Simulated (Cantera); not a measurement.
An adiabatic, constant-pressure homogeneous reactor starts with 18.5 % H2, 17.1 % O2, 64.4 % N2, equivalence ratio 0.54, at 1200 K and 4.93 atm.

Model: the H2/O2 subset of GRI-Mech 3.0, which has no nitrogen chemistry, integrated in Cantera. The hydrogen kinetics of GRI-Mech 3.0 are dated; newer H2 mechanisms differ, most at raised pressure.

One state of this run: T (K) = 2453; x H2 = 0.00144; x O2 = 0.0842; x OH = 0.00931; x H = 0.000348; x H2O2 = 8.11e-7; x H2O = 0.197. x: mole fraction; the columns are a selection and need not sum to one.

### Question
Which value of t (s) does it belong to?
A) 0.000468
B) 7.00e-6
C) 3.76e-5
D) 1.62e-5

### Answer
A, 0.000468
